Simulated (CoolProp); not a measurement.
A Linde-Hampson liquefier for ethane: isothermal reversible compression at 320 K from 1 atm to 30 MPa, throttling to 1 atm, return gas leaving the recuperator 0 K below the feed. Each further row changes one setting.

Model: reference Helmholtz-energy equation of state, Bücker 2006, in CoolProp.

| case | liquid yield per pass | compression work (kJ/kg of gas) |
|---|---|---|
| as stated | 0.467 | 390 |
| high pressure 60 MPa | 0.439 | 457 |
| warm-end temperature 350 K | 0.393 | 457 |
| warm-end gap 5 K | 0.460 | 390 |
